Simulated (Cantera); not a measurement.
A closed system holds: 1 mol CaCl2, 0.87 mol O2, a varied amount of N2, held at 5.60 Pa.

Equilibrium computed with Cantera from the NASA thermochemical tables; the gas is ideal and each condensed phase is pure. Candidate condensed phases: Ca, CaCl2, CaO; 17 gas species. Mutual solubility and eutectic melting of coexisting phases are not modelled. Condensed phases not in the tables: oxide chlorides. Kinetics and transport are ignored.

What condenses at these points (T in K, n(N2) in mol): (1123, 0.4); (1623, 8.3); (1273, 0.4); (1073, 0.62)?


```
T (K)  n(N2) in mol  condensed phases  Ca condensed (%)
-----  ------------  ----------------  ----------------
1123            0.4       CaCl2 + CaO              97.6
1623            8.3               CaO              25.3
1273            0.4               CaO               7.8
1073           0.62       CaCl2 + CaO              99.3
```
